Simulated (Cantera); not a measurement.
# Gas-phase reforming

An isothermal, constant-pressure homogeneous reactor starts with CH4 : CO2 : H2 : H2O = 1 : 1.1 : 0.27 : 0.053 (molar parts), at 1450 K and 160000 Pa.

Model: GRI-Mech 3.0 (53 species, 325 reactions), integrated in Cantera.

```
t (s)      x CH4   x CO2   x H2    x CH2O     x HCO    x C2H6
--------  ------  ------  -----  --------  --------  --------
1.00e-5    0.413   0.454  0.111  2.79e-12    <1e-12  9.39e-10
5.01e-5    0.413   0.454  0.111  3.00e-10    <1e-12   1.16e-7
0.000251   0.413   0.454  0.111   2.27e-8    <1e-12   8.94e-6
0.00126    0.412   0.454  0.112   2.80e-7  1.30e-11  0.000107
0.00632    0.411   0.453  0.112   1.05e-6  6.69e-11  0.000418
0.0317     0.403   0.448  0.115   1.28e-6  1.02e-10  0.000552
0.159      0.364   0.418  0.135   1.14e-6  1.73e-10  0.000447
0.796      0.236   0.291  0.173   9.44e-7  7.24e-10  0.000227
3.99      0.0878   0.118  0.216   6.04e-7   2.71e-9   7.86e-5
20.0      0.0815  0.0797  0.286   2.59e-7   4.29e-9   6.15e-5
```
x: mole fraction; the columns are a selection and need not sum to one.

Equilibrium at this temperature and pressure: CH4 4.81e-5, CO2 0.00974, H2 0.500, CH2O 1.66e-7, HCO 7.85e-9, C2H6 1.28e-11 (gas phase only).
